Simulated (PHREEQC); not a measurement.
A PHREEQC speciation (ion-association model, wateq4f.dat) at 45 °C gives pH 1.61 and these molalities:

| species | mol/kgw |
|---|---|
| K+ | 0.0668 |
| HSO4- | 0.0419 |
| H+ | 0.0301 |
| SO4-2 | 0.0248 |
| KSO4- | 0.00524 |

Task: What are the element totals, and what could have been dissolved in 1 kg of water to give them?

Result: Several could match; the one computed here: totals K 0.0720, S(6) 0.0720 mol/kgw, from 72 mmol/kgw KHSO4.

This is a speciation only: nothing precipitates in the calculation. Species that the database lacks are ignored. Constants without temperature data keep their 25 °C values here.
